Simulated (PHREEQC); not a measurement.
Dissolve 170 mmol/kgw HNO3, 0.33 mmol/kgw CuSO4 and 0.39 mmol/kgw MnSO4 at 25 °C. Closed to the air; pH follows from the charge balance.

The numbers come from PHREEQC with the ion-association model, phreeqc.dat.

This is a speciation only: nothing precipitates in the calculation.

Task: Estimate the pH.

Result: pH 0.87.

Task: In which forms is Mn present?

Result: Mn+2 98 %, Mn(NO3)2 1.9 % of the Mn.
